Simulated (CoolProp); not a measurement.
The fluid at 293.15 K and 0.591 MPa flows at 20 m/s in a round tube of 6 mm bore and 45 µm roughness, fully developed (64/Re and Nu = 3.66 if laminar; Colebrook and Gnielinski if turbulent). The same conditions are run with several fluids, on thermodynamics alone (safety and materials aside).

The numbers come from the reference Helmholtz-energy equation of state of each fluid (propane: Lemmon 2009; nitrogen: Span 2000; oxygen: Schmidt 1985; R507A: Lemmon 2003; R13: Platzer 1990) in CoolProp. The equations of Platzer and Polt are older, rougher fits. Blends and air are pseudo-pure fits.

```json
[
 {"fluid": "propane", "Reynolds number": "179000", "Darcy friction factor": "[?]", "pressure drop (Pa/m)": "13900", "heat-transfer coefficient (W/(m² K))": "2120", "mass flow (kg/h)": "[?]"},
 {"fluid": "nitrogen", "Reynolds number": "46300", "Darcy friction factor": "0.0360", "pressure drop (Pa/m)": "[?]", "heat-transfer coefficient (W/(m² K))": "754", "mass flow (kg/h)": "13.8"},
 {"fluid": "oxygen", "Reynolds number": "45900", "Darcy friction factor": "0.0360", "pressure drop (Pa/m)": "9350", "heat-transfer coefficient (W/(m² K))": "763", "mass flow (kg/h)": "[?]"},
 {"fluid": "R507A", "Reynolds number": "267000", "Darcy friction factor": "[?]", "pressure drop (Pa/m)": "31200", "heat-transfer coefficient (W/(m² K))": "[?]", "mass flow (kg/h)": "54.8"},
 {"fluid": "R13", "Reynolds number": "227000", "Darcy friction factor": "0.0348", "pressure drop (Pa/m)": "31200", "heat-transfer coefficient (W/(m² K))": "1800", "mass flow (kg/h)": "54.8"}
]
```

**Question.** What belongs in the gaps?

**Answer.** 
- propane, Darcy friction factor: 0.0349
- propane, mass flow (kg/h): 24.4
- nitrogen, pressure drop (Pa/m): 8160
- oxygen, mass flow (kg/h): 15.9
- R507A, Darcy friction factor: 0.0347
- R507A, heat-transfer coefficient (W/(m² K)): 2450

Transport values come from each fluid's own correlations; those of R13 are estimates that may be off by 10 % or more.
